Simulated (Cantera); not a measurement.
An isothermal, constant-pressure homogeneous reactor starts with 0.524 % C₂H₆, 99.5 % N₂, at 1500 K and 65.0 Pa.

Model: GRI-Mech 3.0 (53 species, 325 reactions), integrated in Cantera. GRI-Mech 3.0 stops at C3 and has no aromatics, soot or wall deposition, so with more carbon than oxygen in the feed, carbon stays in small species such as C2H2 where larger ones or solid carbon would form. Radical loss at walls, strong at low pressure, is not modelled.

Task: Predict: x(C₂H₆) at 3.00 s; x(H₂) at 3.00 s; x(CH₃) at 3.00 s; x(C₂H) at 3.00 s; x(H) at 3.00 s; x(C₂H₂) at 3.00 s; x(CH₂) at 3.00 s.

Result: 
| Item | Value |
|---|---|
| x(C₂H₆) at 3.00 s | 5.92e-8 (gas-phase equilibrium <1e-12) |
| x(H₂) at 3.00 s | 0.00955 (gas-phase equilibrium 0.0103) |
| x(CH₃) at 3.00 s | 7.84e-5 (gas-phase equilibrium 1.57e-9) |
| x(C₂H) at 3.00 s | 8.79e-8 (gas-phase equilibrium 4.95e-9) |
| x(H) at 3.00 s | 9.15e-5 (gas-phase equilibrium 7.06e-5) |
| x(C₂H₂) at 3.00 s | 0.00488 (gas-phase equilibrium 0.000384) |
| x(CH₂) at 3.00 s | 4.78e-7 (gas-phase equilibrium 8.88e-12) |
